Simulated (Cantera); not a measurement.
Input: 1 mol SiO₂, 0.68 mol Cl₂, 8.1 mol O₂, at 1.00 Torr.

Method: chemical equilibrium by Gibbs-energy minimisation in Cantera with the NASA 1993 tables (ideal gas, pure condensed phases). Candidate condensed phases: Si, SiO₂; 15 gas species. The tables hold silica as quartz up to 1696 K and as liquid above; real silica turns to tridymite and cristobalite and melts near 1996 K. Rates play no part.

x: gas mole fraction; n: condensed amount in mol.

```csv
T (K),x O₂,x Cl₂,x Cl,x ClO,x O,n SiO₂(α-quartz),n SiO₂(β-quartz)
625,0.923,0.0774,3.99e-7,4.24e-9,<1e-12,1.00,0
675,0.923,0.0774,2.30e-6,1.80e-8,<1e-12,1.00,0
725,0.923,0.0774,1.05e-5,6.26e-8,<1e-12,1.00,0
775,0.923,0.0774,3.91e-5,1.86e-7,<1e-12,1.00,0
825,0.922,0.0774,0.000125,4.82e-7,___,1.00,0
875,0.922,0.0773,0.000351,1.12e-6,___,0,1.00
925,0.922,0.0770,0.000879,2.39e-6,___,0,1.00
975,0.922,0.0764,0.00200,4.68e-6,___,0,1.00
1025,0.921,0.0752,0.00420,8.57e-6,___,0,1.00
1075,0.919,0.0730,0.00817,1.47e-5,___,0,1.00
1125,0.916,0.0695,0.0148,2.37e-5,___,0,1.00
1175,0.911,0.0639,0.0251,3.61e-5,___,0,1.00
```

Question: Fill in the missing entries.

Answer: 
- 825, x O: 6.62e-12
- 875, x O: 5.41e-11
- 925, x O: 3.52e-10
- 975, x O: 1.90e-9
- 1025, x O: 8.67e-9
- 1075, x O: 3.44e-8
- 1125, x O: 1.21e-7
- 1175, x O: 3.82e-7
